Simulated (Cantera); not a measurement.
Charge: 1 mol SiCl₄, 1 mol HCl, 7.7 mol H₂, at 1248 K and 23.0 bar.

Equilibrium computed with Cantera from the NASA thermochemical tables; the gas is ideal and each condensed phase is pure. Candidate condensed phases: Si; 19 gas species. The tables' values for SiCl₃ are old estimates; treat these amounts as uncertain. Rates play no part.

Q: What is the equilibrium state?

A: 
```json
{
  "x(H₂)": "0.773",
  "x(HCl)": "0.124",
  "x(SiCl₄)": "0.0831",
  "x(SiHCl₃)": "0.0183",
  "x(SiCl₃)": "0.000963",
  "x(SiH₂Cl₂)": "0.000549",
  "x(SiCl₂)": "8.05e-5",
  "x(SiH₃Cl)": "4.56e-6",
  "gas_amount": "9.705 mol",
  "log10 activity of Si(s) (absent)": "-2.79"
}
```
